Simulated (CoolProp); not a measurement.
Vapour-liquid equilibrium of R142b (1) + R113 (2) at 264.7 K; x and y are mole fractions of (1).

Values from CoolProp's multi-fluid Helmholtz-energy mixture model, Lemmon 2006 and Marx 1992; pair parameters Bell 2016.

| x | bubble pressure (kPa) | y at the bubble point | dew pressure at overall composition x (kPa) | liquid density (mol/L) |
|---|---|---|---|---|
| 0.05 | 16.65 | 0.436 | 10.32 | 8.876 |
| 0.2 | 34.91 | 0.767 | 12.11 | 9.244 |
| 0.35 | 50.27 | 0.863 | 14.65 | 9.640 |
| 0.5 | 63.50 | 0.911 | 18.54 | 10.07 |
| 0.65 | 75.52 | 0.943 | 25.20 | 10.54 |
| 0.8 | 87.25 | 0.968 | 39.04 | 11.06 |
| 0.95 | 99.67 | 0.992 | 78.74 | 11.64 |

No azeotrope shows between x = 0.05 and 0.95.

Pair parameters are fitted to limited data, so mixtures are less certain than the pure fluids.
